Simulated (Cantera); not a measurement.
Charge: 1 mol CuF2, 1.4 mol H2O, 3.8 mol N2, at 10.0 mbar.

These are equilibrium values from Cantera (NASA tables, ideal gas, pure condensed phases), not measurements of a reactor. Candidate condensed phases: Cu, CuF2, CuO, Cu(OH)2, Cu2O, H2O; 45 gas species. Each liquid is taken as pure. Mutual solubility and eutectic melting of coexisting phases are not modelled. Rates play no part.

Question: Which condensed phases are stable at each of these points (T (°C)): 825, 900, 975, 1050, 1125, 1200, 1275, 1350, 1425, 1500, 1575?

Answer: 
```
T (°C)  condensed phases  Cu condensed (%)
------  ----------------  ----------------
825              Cu2O(s)             100.0
900              Cu2O(s)              99.9
975              Cu2O(s)              99.8
1050             Cu2O(s)              99.2
1125             Cu2O(s)              97.8
1200             Cu2O(s)              94.6
1275             Cu2O(l)              88.4
1350     Cu(l) + Cu2O(l)              77.8
1425               Cu(l)              63.1
1500               Cu(l)              38.3
1575            gas only               0.0
```

From 825 °C to 1200 °C the condensed part is Cu2O(s). At 1275 °C the condensed part is Cu2O(l). At 1350 °C the condensed part is Cu(l) + Cu2O(l). From 1425 °C to 1500 °C the condensed part is Cu(l). At 1575 °C nothing is condensed.
